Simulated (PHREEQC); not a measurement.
# City or well water: an equilibrium model

A made-up water analysis in mg/kgw, 25 °C, pH 7.5, pe 3: Na 40.7; K 1.4; Ca 30.7; Mg 0.681; Cl 19.7; S(6) as SO4 8.78; Alkalinity as HCO3 168; Li 0.0334.

Na is adjusted to close the charge balance.
Valence states are taken as typed.

Model: ion-association model, wateq4f.dat, run in PHREEQC.

```yaml
ionic_strength: 0.00430 mol/kgw
```

```csv
species,molality,activity,log γ
HCO3-,0.00271,0.00253,-0.030
Na+,0.00186,0.00173,-0.030
Ca+2,0.000736,0.000558,-0.120
Cl-,0.000556,0.000517,-0.031
CO2,0.000180,0.000180,0.000
SO4-2,8.35e-5,6.32e-5,-0.121
K+,3.58e-5,3.33e-5,-0.031
Mg+2,2.70e-5,2.05e-5,-0.119
CaHCO3+,1.93e-5,1.80e-5,-0.030
CaSO4,7.03e-6,7.04e-6,0.000
CO3-2,4.95e-6,3.76e-6,-0.120
Li+,4.81e-6,4.50e-6,-0.030
CaCO3,3.51e-6,3.51e-6,0.000
NaHCO3,2.47e-6,2.47e-6,0.000
```

No solid was allowed to form.
